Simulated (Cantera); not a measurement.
Input: 1 mol TiO2, 0.73 mol H2, 0.12 mol H2O, at 1923 K and 2.40 bar.

Cantera equilibrium calculation (NASA polynomials, part measured and part estimated; ideal gas, pure solids and liquids). Candidate condensed phases: H2O, Ti, TiO, TiO2, Ti2O3, Ti3O5, Ti4O7; 12 gas species. Mutual solubility and eutectic melting of coexisting phases are not modelled. Condensed phases not in the tables: Magnéli phases beyond Ti4O7. Gases not in the tables: TiO(OH)2. Equilibrium is a limit: real reactors are often held back by kinetics, nucleation or transport.

Base state: H2 0.839, H2O 0.160, H 0.000557 (mole fractions); condensed: TiO2(rutile) + Ti4O7(s).

**Question.** What changes in the equilibrium state with this change: pressure from 2.40 bar to 0.100 bar?

**Answer.** 
```tsv
species	before	after
H2	0.839	0.837
H2O	0.160	0.160
H	0.000557	0.00273
OH	9.15e-6	4.48e-5
TiO2(rutile), mol	0.935	0.936
Ti4O7(s), mol	0.0161	0.0160
```
